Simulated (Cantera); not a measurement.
A perfectly stirred reactor is fed with N2O : O2 = 1 : 1.1 (molar parts), at 0.671 atm; it is held at 1000 K, and followed from long to short residence time.

Model: GRI-Mech 3.0 (53 species, 325 reactions), integrated in Cantera. GRI-Mech 3.0 was tuned for natural gas; its chemistry of N2O as a main component is partial and can be far from experiment. The mechanism lacks the step 2 NO + O2 → 2 NO2, which can matter for NO2 below about 1400 K. The temperature is held fixed by assumption; the heat of reaction is taken as removed at once.

Problem. What does this change do: temperature 1000 to 1150 K?

Solution. 
```json
[
 {"quantity": "x(N2O) at τ = 1.10 s", "before": "0.474", "after": "0.398"},
 {"quantity": "x(O2) at τ = 1.10 s", "before": "0.524", "after": "0.536"},
 {"quantity": "x(NO) at τ = 1.10 s", "before": "8.57e-5", "after": "0.00520"},
 {"quantity": "x(O) at τ = 1.10 s", "before": "4.01e-8", "after": "7.28e-7"},
 {"quantity": "x(NO2) at τ = 1.10 s", "before": "6.23e-7", "after": "4.33e-5"},
 {"quantity": "x(N2O) at τ = 80.0 ms", "before": "0.476", "after": "0.469"},
 {"quantity": "x(O2) at τ = 80.0 ms", "before": "0.524", "after": "0.525"},
 {"quantity": "x(NO) at τ = 80.0 ms", "before": "6.32e-6", "after": "0.000475"},
 {"quantity": "x(O) at τ = 80.0 ms", "before": "4.01e-8", "after": "7.75e-7"},
 {"quantity": "x(NO2) at τ = 80.0 ms", "before": "7.75e-9", "after": "2.70e-6"}
]
```

Problem. What does this change do: temperature 1000 to 1623 K?

Solution. 
```csv
quantity,before,after
x(N2O) at τ = 1.10 s,0.474,0.00385
x(O2) at τ = 1.10 s,0.524,0.593
x(NO) at τ = 1.10 s,8.57e-5,0.0436
x(O) at τ = 1.10 s,4.01e-8,4.67e-5
x(NO2) at τ = 1.10 s,6.23e-7,0.000197
x(N2O) at τ = 80.0 ms,0.476,0.0387
x(O2) at τ = 80.0 ms,0.524,0.568
x(NO) at τ = 80.0 ms,6.32e-6,0.0783
x(O) at τ = 80.0 ms,4.01e-8,0.000114
x(NO2) at τ = 80.0 ms,7.75e-9,0.000320
```
